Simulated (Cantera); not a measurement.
A closed system holds: 1 mol FeS, 1500 mol H2, equilibrated at 2.20 bar.

Equilibrium computed with Cantera from the NASA thermochemical tables; the gas is ideal and each condensed phase is pure. Candidate condensed phases: Fe, FeS, FeS2, S; 8 gas species. Rates play no part. All values below are at 1598 K.

Base state: H2 0.999, H2S 0.000662, H 3.59e-5 (mole fractions); condensed: Fe(γ).

### Question
What changes in the equilibrium state with this change: FeS replaced by Cr2O3?

### Answer
```json
[
 {"species": "H2", "before": "0.999", "after": "0.998"},
 {"species": "H2O", "before": "0", "after": "0.00200"},
 {"species": "H", "before": "3.59e-5", "after": "3.58e-5"},
 {"species": "H2S", "before": "0.000662", "after": "0"},
 {"species": "Fe(γ), mol", "before": "0.999", "after": "0"},
 {"species": "Cr(s), mol", "before": "0", "after": "2.00"}
]
```
Further candidate phases: Cr, Cr2O3, H2O.
